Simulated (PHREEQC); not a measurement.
Dissolve 1.1 mmol/kgw HF, 1.8 mmol/kgw NaF and 17 mmol/kgw H2SiF6 at 25 °C. Closed to the air; pH follows from the charge balance.

The numbers come from PHREEQC with the ion-association model, phreeqc.dat.

This is a speciation only: nothing precipitates in the calculation.

**Question.** Order these F species by the share of F that they hold, largest first: F-, SiF6-2, HF.

**Answer.** SiF6-2 (94 %), HF (6.0 %), F- (0.19 %)

The pH is 1.57 and the ionic strength 0.0494 mol/kgw. The solution is supersaturated, for example in Quartz (slow to form), Chalcedony (slow to form), so a real one may precipitate; this is no full list. Complexes and solids missing from the database can't appear. SiF6-2 is the database's only silicon fluoride.
